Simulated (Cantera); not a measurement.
Ignition delay

Mixture: 3.06 % CH4, 14.9 % O2, 82.0 % N2, equivalence ratio 0.41, at 750 Torr, adiabatic and at constant pressure. Ignition delay is the time to a rise of 400 K.

Cantera simulation using GRI-Mech 3.0 (53 species, 325 reactions); the numbers are that mechanism's predictions, not measurements.

| T0 (K) | delay (ms) |
|---|---|
| 1075 | 277 |
| 1125 | 125 |
| 1175 | 58.4 |
| 1225 | 28.5 |
| 1275 | 14.5 |
| 1325 | 7.68 |
| 1375 | 4.26 |

```yaml
apparent activation energy between 1275 and 1375 K: 180 kJ/mol
```
